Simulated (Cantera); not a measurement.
**Low-pressure radical oxidation in H2/O2**

A perfectly stirred reactor is fed with H2 : O2 = 0.027 : 1 (molar parts), at 8.25 Torr; it is held at 1075 K, and followed from long to short residence time.

Detailed kinetics in Cantera: GRI-Mech 3.0 (53 species, 325 reactions). Radical loss at walls, strong at low pressure, is not modelled.

```json
[
 {"τ (s)": "0.38", "x H2": "0.000315", "x O2": "0.969", "x O": "0.00385", "x H2O2": "5.16e-8", "x HO2": "1.82e-6", "x H": "0.000384", "x H2O": "0.0257"},
 {"τ (s)": "0.21", "x H2": "0.000444", "x O2": "0.968", "x O": "0.00520", "x H2O2": "5.65e-8", "x HO2": "2.10e-6", "x H": "0.000634", "x H2O": "0.0254"},
 {"τ (s)": "0.12", "x H2": "0.000619", "x O2": "0.966", "x O": "0.00669", "x H2O2": "6.21e-8", "x HO2": "2.37e-6", "x H": "0.000982", "x H2O": "0.0249"},
 {"τ (s)": "0.065", "x H2": "0.000901", "x O2": "0.964", "x O": "0.00843", "x H2O2": "7.01e-8", "x HO2": "2.66e-6", "x H": "0.00151", "x H2O": "0.0242"},
 {"τ (s)": "0.036", "x H2": "0.00132", "x O2": "0.962", "x O": "0.00998", "x H2O2": "8.08e-8", "x HO2": "2.92e-6", "x H": "0.00216", "x H2O": "0.0233"},
 {"τ (s)": "0.020", "x H2": "0.00195", "x O2": "0.960", "x O": "0.0111", "x H2O2": "9.53e-8", "x HO2": "3.15e-6", "x H": "0.00287", "x H2O": "0.0222"},
 {"τ (s)": "0.011", "x H2": "0.00297", "x O2": "0.959", "x O": "0.0116", "x H2O2": "1.15e-7", "x HO2": "3.34e-6", "x H": "0.00355", "x H2O": "0.0206"},
 {"τ (s)": "0.0062", "x H2": "0.00449", "x O2": "0.959", "x O": "0.0113", "x H2O2": "1.39e-7", "x HO2": "3.45e-6", "x H": "0.00401", "x H2O": "0.0187"},
 {"τ (s)": "0.0035", "x H2": "0.00683", "x O2": "0.960", "x O": "0.0102", "x H2O2": "1.63e-7", "x HO2": "3.48e-6", "x H": "0.00410", "x H2O": "0.0162"},
 {"τ (s)": "0.0019", "x H2": "0.0106", "x O2": "0.962", "x O": "0.00816", "x H2O2": "1.77e-7", "x HO2": "3.39e-6", "x H": "0.00359", "x H2O": "0.0126"}
]
```
x: mole fraction; the columns are a selection and need not sum to one.
